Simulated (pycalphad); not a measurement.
An equivalent pycalphad script:

```python
from pycalphad import Database, equilibrium, calculate, variables as v
import numpy as np
db = Database('COST507.tdb')
comps = ['MG', 'AL', 'SI', 'VA']
phases = ['ALMG_BETA', 'ALMG_EPS', 'ALMG_GAMMA', 'DIAMOND_A4', 'FCC_A1', 'HCP_A3', 'LIQUID', 'MG2SI']
eq = equilibrium(db, comps, phases, {v.X('AL'): 0.0231, v.X('SI'): 0.0085, v.T: np.arange(1650, 349, -50), v.P: 101325, v.N: 1}, output=['HM', 'SM'])
```

Source of the numbers: pycalphad with the COST 507 light-alloy database (1999); pressure 1 atm. No gas phase is included, though pure Mg would boil below 1377 °C. These are 1990s assessments: newer ones move some temperatures and phases. Phase fractions are per mole of atoms. Diffusion is slow at the low end, where real alloys seldom reach equilibrium.

Results at three of the temperatures:

```
T = 1100.00 K, P = 101325 Pa, N = 1 mol of atoms
G = -56268 J/mol, H = 31905 J/mol, S = 80.16 J/(mol K)  (SER reference)
chemical potentials (J/mol): Mg -55164, Al -84468, Si -105369
phase             fraction      x(Mg)      x(Al)      x(Si)
LIQUID              1.0000     0.9684     0.0231     0.0085
```

```
T = 600.00 K, P = 101325 Pa, N = 1 mol of atoms
G = -23390 J/mol, H = 7664 J/mol, S = 51.76 J/(mol K)  (SER reference)
chemical potentials (J/mol): Mg -22769, Al -31017, Si -73386
phase             fraction      x(Mg)      x(Al)      x(Si)
HCP_A3              0.9745     0.9763     0.0237   1.61e-08
MG2SI               0.0255     0.6667       none     0.3333
```

```
T = 500.00 K, P = 101325 Pa, N = 1 mol of atoms
G = -18459 J/mol, H = 4906 J/mol, S = 46.73 J/(mol K)  (SER reference)
chemical potentials (J/mol): Mg -17880, Al -23303, Si -71325
phase             fraction      x(Mg)      x(Al)      x(Si)
HCP_A3              0.9745     0.9763     0.0237   2.08e-10
MG2SI               0.0255     0.6667       none     0.3333
```

Changes of the phase set, refined by bisection:

| T (°C) | phases above | phases below |
|---|---|---|
| 629.5 | liquid | hcp + liquid |
| 623.0 | hcp + liquid | hcp + liquid + MG2SI |
| 593.0 | hcp + liquid + MG2SI | hcp + MG2SI |
| 183.9 | hcp + MG2SI | ALMG_GAMMA + hcp + MG2SI |

Database names, with the compositions (at.%) that they take in these runs: MG2SI: Mg 67 Si 33; ALMG_GAMMA: Mg 59 Al 41. HCP_A3 is hcp. An entry "none" or "no" means that the model of the phase leaves that element out.
